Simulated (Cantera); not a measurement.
Feed: 1 mol BF3, 3.8 mol O2, 190 mol H2, held at 13.5 Torr.

These are equilibrium values from Cantera (NASA tables, ideal gas, pure condensed phases), not measurements of a reactor. Candidate condensed phases: B, B2O3, B3O3H3, H2O; 43 gas species. Gases not in the tables: H3BO3. The numbers say what is thermodynamically allowed, not how fast it happens. All values below are at 1223 K.

Base state: H2 0.951, H2O 0.0323, HF 0.0131, BOF 0.00214, HBO2 0.00154, BF3 0.000129, B3O3F3 1.71e-5 (mole fractions); condensed: B2O3(l).

Task: What changes in the equilibrium state with this change: BF3 replaced by B?

Result: 
| species | before | after |
|---|---|---|
| H2 | 0.951 | 0.967 |
| H2O | 0.0323 | 0.0313 |
| HBO2 | 0.00154 | 0.00151 |
| HF | 0.0131 | 0 |
| BOF | 0.00214 | 0 |
| BF3 | 0.000129 | 0 |
| B3O3F3 | 1.71e-5 | 0 |
| B2O3(l), mol | 0.127 | 0.353 |
